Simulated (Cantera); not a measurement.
A Cantera script and what it prints.

```python
import numpy as np
import cantera as ct

gas_names = """
    C CH CH2 CH3 CH2OH CH3O CH4 CH3OH CN CO CO2 COOH C2 C2H CHCO,ketyl C2H2,acetylene C2H2,vinylidene
    CH2CO,ketene C2H3,vinyl CH3CN CH3CO,acetyl C2H4 C2H4O,ethylen CH3CHO,ethanal CH3COOH (HCOOH)2 C2H5
    C2H6 CH3OCH3 C2H5OH CCN CNC C2N2 C2O C3 C3H3,propargyl C3H4,allene C3H4,propyne C3H4,cyclo-
    C3H5,allyl C3H6,propylene C3H6,cyclo- C3H6O C3H7,n-propyl C3H7,i-propyl C3H8 C3H8O,1propanol
    C3H8O,2propanol C3O2 C4 C4H2 C4H4,1,3-cyclo- C4H6,butadiene C4H6,2-butyne C4H6,cyclo- C4H8,1-butene
    C4H8,cis2-buten C4H8,tr2-butene C4H8,isobutene C4H8,cyclo- (CH3COOH)2 C4H9,n-butyl C4H9,i-butyl
    C4H9,s-butyl C4H9,t-butyl C4H10,isobutane C4H10,n-butane C4N2 C5 C5H6,1,3cyclo- C5H8,cyclo-
    C5H10,1-pentene C5H10,cyclo- C5H11,pentyl C5H11,t-pentyl C5H12,n-pentane C5H12,i-pentane
    CH3C(CH3)2CH3 C6H2 C6H5,phenyl C6H5O,phenoxy C6H6 C6H5OH,phenol C6H10,cyclo- C6H12,1-hexene
    C6H12,cyclo- C6H13,n-hexyl C7H7,benzyl C7H8 C7H8O,cresol C7H14,1-heptene C7H15,n-heptyl
    C7H16,n-heptane C8H8,styrene C8H10,ethylbenz C8H16,1-octene C8H17,n-octyl C8H18,isooctane
    C8H18,n-octane C9H19,n-nonyl C10H8,naphthale C10H21,n-decyl C12H9,o-bipheny C12H10,bipheny H HCN HCO
    HCCN HNC HNCO HNO HNO2 HNO3 HO2 H2 HCHO,formaldehy HCOOH H2O H2O2 N NCO NH NH2 NH3 NH2OH NO NO2 NO3
    N2 N2H2 N2H4 N2O O OH O2 O3
""".split()
cond_names = """
    C(gr) C6H6(L) C7H8(L) C8H18(L),n-octa H2O(s) H2O(L)
""".split()


def load(file, names, dense=False):
    # The tables refer to 1 bar. Condensed volumes are neglected.
    table = {s.name: s for s in ct.Species.list_from_file(file)}
    out = []
    for n in names:
        d = dict(table[n].input_data)
        d["thermo"] = dict(d["thermo"], **{"reference-pressure": 1e5})
        if dense:
            d["equation-of-state"] = {"model": "constant-volume", "density": "1e6 g/cm^3"}
        out.append(ct.Species.from_dict(d))
    return out


gas = ct.Solution(thermo="ideal-gas", species=load("nasa_gas.yaml", gas_names))
cond = {s.name: ct.Solution(thermo="fixed-stoichiometry", species=[s], name=s.name)
        for s in load("nasa_condensed.yaml", cond_names, dense=True)}
atoms = {
    'C2H5OH': {'C': 2, 'H': 6, 'O': 1},
    'CO2': {'C': 1, 'O': 2},
    'N2': {'N': 2},
}
top_T = {'C(gr)': 4500}  # K; cautious upper limits of use, not melting points


def equilibrate(T, P, feed):
    n = {}
    for name, mol in feed.items():
        for a, k in atoms[name].items():
            n[a] = n.get(a, 0.0) + k * mol
    gas.TPX = T, P, n
    mass = sum(n.values()) * gas.mean_molecular_weight
    gas.equilibrate("TP")
    valid = [c for c in cond.values() if c.min_temp <= T <= top_T.get(c.name, c.max_temp)]
    mix = ct.Mixture([(gas, mass / gas.mean_molecular_weight)] + [(c, 0.0) for c in valid])
    mix.T, mix.P = T, P
    mix.equilibrate("TP", solver="vcs", rtol=1e-11, max_steps=5000)
    return mix


results = []
feed = {'C2H5OH': 1, 'CO2': 1, 'N2': 10}  # mol
P = 12000  # Pa
for T in [898, 973, 1048, 1123, 1198, 1273, 1348, 1423, 1498, 1573]:
    mix = equilibrate(T, P, feed)
    results.append((T, P, feed, dict(zip(mix.species_names, mix.species_moles))))

top = {s: max(r[3][s] / sum(r[3][g] for g in gas_names) for r in results) for s in gas_names}
cols = sorted((s for s in top if top[s] > 1e-05), key=lambda s: -top[s])[:5]
seen = [c for c in cond_names if any(r[3].get(c, 0) > 1e-12 for r in results)]
print("log10 of partial pressures in bar; condensed amounts in mol")
print(f"{'T/K':>10s}" + "".join(f"{s[:9]:>10s}" for s in cols + seen))
for T, P, feed, n in results:
    ng = sum(n[g] for g in gas_names)
    print(f"{T:10.4g}" + "".join(f"{np.log10(max(n[s] / ng * P / 1e5, 1e-99)):10.3f}" for s in cols)
          + "".join(f"{n.get(c, 0):10.4g}" for c in seen))
```

It prints:

```
log10 of partial pressures in bar; condensed amounts in mol
       T/K        N2        CO        H2       CO2       H2O     C(gr)
       898    -1.114    -1.740    -1.662    -2.711    -3.000    0.3631
       973    -1.122    -1.669    -1.653    -3.336    -3.528   0.09186
      1048    -1.124    -1.653    -1.650    -3.960    -4.031   0.02302
      1123    -1.125    -1.649    -1.649    -4.518    -4.479  0.006335
      1198    -1.125    -1.648    -1.648    -5.008    -4.873  0.001614
      1273    -1.125    -1.648    -1.648    -5.404    -5.185         0
      1348    -1.125    -1.648    -1.648    -5.541    -5.249         0
      1423    -1.125    -1.648    -1.648    -5.624    -5.269         0
      1498    -1.125    -1.648    -1.648    -5.684    -5.272         0
      1573    -1.125    -1.648    -1.648    -5.732    -5.271         0
```

Method: chemical equilibrium by Gibbs-energy minimisation in Cantera with the NASA 1993 tables (ideal gas, pure condensed phases).
